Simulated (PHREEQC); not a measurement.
0.1 mol of Pyrochroite (Mn(OH)2) is brought to equilibrium with 1 kg of water holding 0.0076 mol NaCl, with rising amounts of CsCl, at 25 °C. No oxygen is let in. CO2 from the air is kept out. Solids allowed: Pyrochroite, Halite. Others were left out.

Computed with PHREEQC (ion-association model, wateq4f.dat).

```
CsCl added (mol)     pH  dissolved Mn (mol/kgw)  MnCl+ (mol/kgw)
----------------  -----  ----------------------  ---------------
0                  9.88                 4.50e-5          8.33e-7
0.0208             9.91                 5.13e-5          2.70e-6
0.0417             9.93                 5.54e-5          4.32e-6
0.0625             9.94                 5.85e-5          5.79e-6
0.0833             9.95                 6.12e-5          7.15e-6
0.104              9.96                 6.35e-5          8.43e-6
0.125              9.97                 6.56e-5          9.67e-6
0.146              9.98                 6.76e-5          1.08e-5
0.167              9.98                 6.94e-5          1.20e-5
0.188              9.99                 7.10e-5          1.31e-5
0.208              9.99                 7.25e-5          1.41e-5
0.229             10.00                 7.40e-5          1.51e-5
0.25              10.00                 7.54e-5          1.61e-5
```
